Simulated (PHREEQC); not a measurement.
PHREEQC input (ion-association model, wateq4f.dat):

```
SOLUTION_MASTER_SPECIES
  An  An-  0  An  62.0  # stands for a non-complexing anion
SOLUTION_SPECIES
  An- = An-
    -log_k 0
    -gamma 3.0 0
PHASES
  Fix_H+
    H+ = H+
    -log_k 0
SOLUTION 1
  temp 25
  units mmol/kgw
  pH 7 charge
  Na 50
  An 50
END
SELECTED_OUTPUT 1
  -reset false
  -pH true
  -pe true
  -ionic_strength true
  -water true
  -totals Na
  -molalities Hfo_wOH Hfo_wOH2+ Hfo_wO- Hfo_sOH Hfo_sOH2+ Hfo_sO-
USER_PUNCH 1
  -headings sigma psi
  10 PUNCH EDL("sigma", "Hfo"), EDL("psi", "Hfo")
PRINT
  -reset false
USE solution 1
SURFACE 1
  Hfo_wOH 0.00292135 600 1.3
  Hfo_sOH 7.30337e-05
EQUILIBRIUM_PHASES 1
  Fix_H+ -4 HAn 10
    -force_equality true
  O2(g) -0.68 10
END
# ... the last block is repeated for the other 16 points of pH, with NaOH or the acid as the point needs
```

Selected output (columns that matter, 17 of 17 rows; pH added in front):

```
pH	mu	Na	m_Hfo_wOH	m_Hfo_wOH2+	m_Hfo_wO-	m_Hfo_sOH	m_Hfo_sOH2+	m_Hfo_sO-	sigma	psi
4	0.051309	0.05	0.00058994	0.002328	3.4248e-06	1.4748e-05	5.82e-05	8.5619e-08	0.29476	0.15936
4.5	0.051004	0.05	0.0010102	0.0018988	1.2313e-05	2.5256e-05	4.747e-05	3.0782e-07	0.23921	0.14883
5	0.050745	0.05	0.0014273	0.0014621	3.192e-05	3.5683e-05	3.6553e-05	7.9801e-07	0.18135	0.13485
5.5	0.05053	0.05	0.0017637	0.0010924	6.5236e-05	4.4093e-05	2.731e-05	1.6309e-06	0.13024	0.1182
6	0.050361	0.05	0.001995	0.00081441	0.00011195	4.9875e-05	2.036e-05	2.7988e-06	0.089073	0.099329
6.5	0.050233	0.05	0.0021321	0.00062173	0.0001675	5.3303e-05	1.5543e-05	4.1876e-06	0.057597	0.078394
7	0.050139	0.05	0.0022021	0.00049463	0.00022459	5.5053e-05	1.2366e-05	5.6149e-06	0.034241	0.055521
7.5	0.050068	0.05	0.0022326	0.00041085	0.00027792	5.5814e-05	1.0271e-05	6.9481e-06	0.016855	0.031064
8	0.050012	0.05	0.0022422	0.00035095	0.00032818	5.6055e-05	8.7738e-06	8.2044e-06	0.0028883	0.0056452
8.5	0.050046	0.050088	0.0022387	0.00030013	0.00038254	5.5967e-05	7.5032e-06	9.5635e-06	-0.01045	-0.019954
9	0.050117	0.050222	0.002219	0.00024863	0.00045369	5.5475e-05	6.2158e-06	1.1342e-05	-0.026002	-0.044923
9.5	0.050226	0.050414	0.0021694	0.00019282	0.00055914	5.4234e-05	4.8205e-06	1.3978e-05	-0.04645	-0.068551
10	0.050423	0.050722	0.0020652	0.00013561	0.00072051	5.163e-05	3.3902e-06	1.8013e-05	-0.074169	-0.09035
10.5	0.050838	0.051288	0.0018768	8.4012e-05	0.00096049	4.692e-05	2.1003e-06	2.4012e-05	-0.11114	-0.11008
11	0.051876	0.052518	0.0015807	4.4153e-05	0.0012964	3.9518e-05	1.1038e-06	3.241e-05	-0.15879	-0.12755
11.5	0.0548	0.055677	0.001173	1.8218e-05	0.0017301	2.9324e-05	4.5545e-07	4.3252e-05	-0.21708	-0.14205
12	0.063705	0.064844	0.00068986	4.8967e-06	0.0022265	1.7247e-05	1.2242e-07	5.5662e-05	-0.28171	-0.15151
```
